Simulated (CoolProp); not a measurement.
Saturation properties of toluene.

Computed with CoolProp (reference Helmholtz-energy equation of state, Lemmon 2006). It is a short technical equation, of lower accuracy than the large ones.

| T (K) | p (MPa) | liquid density (kg/m³) | enthalpy of vaporisation (kJ/kg) | vapour Z | vapour viscosity (µPa s) |
|---|---|---|---|---|---|
| 471.6 | 0.7297 | 678.3 | 292.2 | 0.8398 | 10.8 |
| 478.9 | 0.8297 | 668.5 | 285.1 | 0.8247 | 11.0 |
| 486.2 | 0.9396 | 658.4 | 277.7 | 0.8085 | 11.1 |
| 493.5 | 1.060 | 647.9 | 269.9 | 0.7913 | 11.4 |
| 500.8 | [?] | [?] | 261.6 | 0.7730 | 11.6 |
| 508.1 | [?] | 625.5 | 252.9 | 0.7535 | [?] |
| 515.4 | 1.491 | [?] | 243.7 | 0.7327 | 12.1 |
| 522.7 | 1.661 | 600.7 | [?] | 0.7104 | 12.3 |
| 530 | [?] | 587.3 | [?] | 0.6865 | 12.6 |

Q: Some entries are withheld; supply them.

A: 
- 500.8, p (MPa): 1.192
- 500.8, liquid density (kg/m³): 636.9
- 508.1, p (MPa): 1.335
- 508.1, vapour viscosity (µPa s): 11.8
- 515.4, liquid density (kg/m³): 613.4
- 522.7, enthalpy of vaporisation (kJ/kg): 233.9
- 530, p (MPa): 1.844
- 530, enthalpy of vaporisation (kJ/kg): 223.3

It boils at 383.7 K under 1 atm.

Viscosity comes from a separate model (Avgeri 2015).
